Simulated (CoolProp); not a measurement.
Vapour pressure (MPa) of toluene: the reference equation beside estimates from Tc = 318.6 °C, pc = 4.126 MPa, ω = 0.266. Clausius-Clapeyron is anchored at 72.95 °C with a constant enthalpy of vaporisation of 35.42 kJ/mol.

Model: reference Helmholtz-energy equation of state, Lemmon 2006, in CoolProp. It is a short technical equation, of lower accuracy than the large ones.

```csv
T (°C),reference,Lee-Kesler,Clausius-Clapeyron,van der Waals,Redlich-Kwong,Soave-Redlich-Kwong
4.25,0.001181,0.001105,0.001437,0.07313,0.003638,0.001141
27.15,0.004242,0.003994,0.004636,0.1267,0.01142,0.004100
50.05,0.01231,0.01174,0.01266,0.2038,0.02928,0.01196
72.95,0.03029,0.02928,0.03029,0.3088,0.06429,0.02961
95.85,0.06536,0.06405,0.06501,0.4462,0.1252,0.06438
118.75,0.1270,0.1259,0.1276,0.6197,0.2220,0.1261
141.65,0.2269,0.2269,0.2326,0.8330,0.3651,0.2268
164.55,0.3783,0.3807,0.3980,1.089,0.5650,0.3807
187.45,0.5964,0.6021,0.6456,1.392,0.8323,0.6037
210.35,0.8977,0.9071,1.000,1.743,1.177,0.9130
233.25,1.301,1.313,1.490,2.145,1.608,1.327
256.15,1.826,1.841,2.144,2.600,2.136,1.865
279.05,2.500,2.515,2.994,3.110,2.767,2.547
```

Absolute difference from the reference over all 13 rows, mean and median: Lee-Kesler 2.2 and 1.0 %, Clausius-Clapeyron 8.8 and 8.2 %, van der Waals 1018.4 and 267.1 %, Redlich-Kwong 78.9 and 60.9 %, Soave-Redlich-Kwong 1.8 and 1.9 %.
